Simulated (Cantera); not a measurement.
Charge: 1 mol Ta₂O₅, 8.6 mol CO, 1.3 mol C, held at 775 °C and 0.100 bar.

Cantera equilibrium calculation (NASA polynomials, part measured and part estimated; ideal gas, pure solids and liquids). Candidate condensed phases: C, Ta, TaC, Ta₂O₅; 15 gas species. The numbers say what is thermodynamically allowed, not how fast it happens.

Base state: CO 0.979, CO₂ 0.0212 (mole fractions); condensed: C(graphite) + Ta₂O₅(s).

Task: What changes in the equilibrium state with this change: temperature from 775 °C to 1227 °C?

Result: 
| species | before | after |
|---|---|---|
| CO | 0.979 | 0.999 |
| CO₂ | 0.0212 | 0.00107 |
| C(graphite), mol | 1.48 | 0 |
| Ta₂O₅(s), mol | 1.00 | 0.813 |
| TaC(s), mol | 0 | 0.374 |
Mutual solubility and eutectic melting of coexisting phases are not modelled. TaC: taken at fixed stoichiometry. Condensed phases not in the tables: Ta₂C.
